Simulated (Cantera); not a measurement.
Input: 1 mol Si, a varied amount of NF3, equilibrated at 848.15 K and 0.100 bar.

Method: chemical equilibrium by Gibbs-energy minimisation in Cantera with the NASA 1993 tables (ideal gas, pure condensed phases). Candidate condensed phases: Si, Si3N4; 16 gas species. Equilibrium is a limit: real reactors are often held back by kinetics, nucleation or transport.

Q: At 1.6 mol NF3, list the 4 most abundant gas species with their mole fractions, and the condensed phases.

A: SiF4 0.460, N2 0.357, F2 0.142, NF3 0.0213. Condensed: gas only.
